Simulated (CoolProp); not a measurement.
Vapour-liquid equilibrium of acetone (1) + n-nonane (2) at 26.8 kPa; x and y are mole fractions of (1).

Computed with CoolProp (multi-fluid Helmholtz-energy mixture model, Lemmon 2006 and Lemmon 2006; pair parameters Bell 2016).

Q: Give the bubble temperature and the first vapour's composition at x = 0.2, 0.5, 0.65. Is there an azeotrope?

A: x = 0.2: 31.4 °C, y = 0.972; x = 0.5: 26.0 °C, y = 0.981; x = 0.65: 25.8 °C, y = 0.981. No azeotrope shows between x = 0.05 and 0.95.

Pair parameters are fitted to limited data, so mixtures are less certain than the pure fluids. With so large a gap from Raoult's law the liquid may split in two, which this calculation doesn't test in full.
